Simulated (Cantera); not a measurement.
A closed system holds: 1 mol FeS₂, 0.82 mol SO₂, 7.2 mol O₂, held at 1825 K and 75.0 Torr.

Cantera equilibrium calculation (NASA polynomials, part measured and part estimated; ideal gas, pure solids and liquids). Equilibrium is a limit: real reactors are often held back by kinetics, nucleation or transport.

```
species              before    after
-----------------  --------  -------
O₂                    0.616    0.698
SO₃                0.000916    0.295
SO₂                   0.383  0.00699
O                  0.000381    <1e-9
SO                  4.02e-5    <1e-9
Fe₃O₄(s), mol         0.333        0
Fe₂(SO₄)₃(s), mol         0    0.500
```
Gas species are given as mole fractions.

**Question.** Name the change that produced these shifts.
(A) temperature from 1825 K to 1200 K
(B) temperature from 1825 K to 1123 K
(C) temperature from 1825 K to 1398 K
(D) temperature from 1825 K to 725 K

**Answer.** D, temperature from 1825 K to 725 K
